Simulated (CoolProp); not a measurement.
Saturation properties of ethylene.

Computed with CoolProp (reference Helmholtz-energy equation of state, Smukala 2000).

| T (K) | p (MPa) | liquid density (kg/m³) | vapour density (kg/m³) | enthalpy of vaporisation (kJ/kg) |
|---|---|---|---|---|
| 127.5 | … | 624.5 | … | 538.0 |
| 132.7 | 0.005869 | 617.7 | 0.1498 | 531.4 |
| 138 | 0.009857 | … | 0.2425 | 524.7 |
| 143.3 | 0.01585 | 603.6 | 0.3765 | 517.9 |
| 148.5 | 0.02434 | 596.6 | 0.5597 | 511.1 |
| 153.8 | 0.03644 | 589.4 | 0.8124 | 504.1 |
| 159.1 | 0.05293 | … | 1.146 | 496.9 |
| 164.3 | … | 574.9 | … | 489.7 |

Q: Fill in the missing entries.

A: 
- 127.5, p (MPa): 0.003364
- 127.5, vapour density (kg/m³): 0.08927
- 138, liquid density (kg/m³): 610.7
- 159.1, liquid density (kg/m³): 582.1
- 164.3, p (MPa): 0.07435
- 164.3, vapour density (kg/m³): 1.569

It boils at 169.4 K under 1 atm.
